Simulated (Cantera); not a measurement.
A freely propagating, adiabatic, planar premixed flame of 9.17 % CH4, 19.1 % O2, 71.8 % N2, unburnt at 673 K and 1580 Torr; unity-Lewis-number transport, grid criteria slope 0.08 and curve 0.16, no radiation.

Computed with Cantera and GRI-Mech 3.0 (53 species, 325 reactions). Unity Lewis numbers drop preferential diffusion, which matters most where H2 and H carry the flame. Burning velocities carry a grid error of a few per cent, more on coarse grids.

x: mole fraction of selected species; z is measured from the peak of heat release.

| z (mm) | T (K) | u (m/s) | x CH4 | x O2 | x C2H | x C2H2 | x NO2 | x CH2 |
|---|---|---|---|---|---|---|---|---|
| -0.566 | 673 | 1.00 | 0.0916 | 0.191 | <1e-8 | ? | <1e-8 | <1e-8 |
| -0.377 | 678 | 1.01 | 0.0913 | 0.190 | <1e-8 | ? | 1.27e-8 | <1e-8 |
| -0.283 | 693 | 1.03 | 0.0903 | 0.189 | <1e-8 | ? | 5.03e-8 | <1e-8 |
| -0.189 | 772 | 1.15 | 0.0849 | 0.181 | <1e-8 | ? | 2.10e-7 | <1e-8 |
| -0.0943 | 1133 | 1.70 | 0.0589 | 0.143 | <1e-8 | ? | 4.04e-7 | 4.55e-8 |
| -0.0471 | 1511 | 2.30 | 0.0307 | 0.100 | <1e-8 | ? | 1.81e-7 | 5.94e-6 |
| 0 | 1898 | 2.93 | 0.00504 | 0.0528 | 3.33e-7 | ? | 1.88e-8 | 5.95e-5 |
| 0.0471 | 2044 | 3.15 | 0.000161 | 0.0320 | 9.32e-8 | ? | 1.17e-8 | 6.46e-6 |
| 0.0943 | 2100 | 3.23 | 3.27e-6 | 0.0268 | <1e-8 | ? | 1.40e-8 | 1.75e-7 |
| 0.189 | 2174 | 3.32 | <1e-8 | 0.0232 | <1e-8 | <1e-8 | 1.72e-8 | <1e-8 |
| 0.377 | 2256 | 3.43 | <1e-8 | 0.0199 | <1e-8 | <1e-8 | 2.40e-8 | <1e-8 |
| 0.754 | 2329 | 3.52 | <1e-8 | 0.0169 | <1e-8 | <1e-8 | 3.67e-8 | <1e-8 |
| 1.51 | 2381 | 3.58 | <1e-8 | 0.0146 | <1e-8 | <1e-8 | 5.64e-8 | <1e-8 |

Q: Fill in the missing entries.

A: 
- -0.566, x C2H2: 4.78e-8
- -0.377, x C2H2: 4.56e-7
- -0.283, x C2H2: 1.88e-6
- -0.189, x C2H2: 9.57e-6
- -0.0943, x C2H2: 4.68e-5
- -0.0471, x C2H2: 9.08e-5
- 0, x C2H2: 0.000103
- 0.0471, x C2H2: 8.80e-6
- 0.0943, x C2H2: 1.97e-7
